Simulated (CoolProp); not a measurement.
The fluid at 293.15 K and 2.2 MPa flows at 0.097 m/s in a round tube of 100 mm bore and 45 µm roughness, fully developed (64/Re and Nu = 3.66 if laminar; Colebrook and Gnielinski if turbulent). The same conditions are run with several fluids, on thermodynamics alone (safety and materials aside).

Values from CoolProp's reference Helmholtz-energy equation of state of each fluid (methanol: de Reuck 1993; n-nonane: Lemmon 2006; R142b: Lemmon 2006; R123: Younglove 1994; ethylbenzene: Zhou 2012).

| fluid | Reynolds number | Darcy friction factor | pressure drop (Pa/m) | heat-transfer coefficient (W/(m² K)) | mass flow (kg/h) |
|---|---|---|---|---|---|
| methanol | 13000 | 0.0296 | 1.11 | 209 | 2170 |
| n-nonane | 9770 | 0.0318 | 1.08 | 123 | 1970 |
| R142b | 44000 | 0.0229 | 1.22 | 200 | 3100 |
| R123 | 31600 | 0.0244 | 1.70 | 167 | 4070 |
| ethylbenzene | 12800 | 0.0297 | 1.21 | 142 | 2380 |

Transport values come from each fluid's own correlations; those of R142b, ethylbenzene are estimates that may be off by 10 % or more.
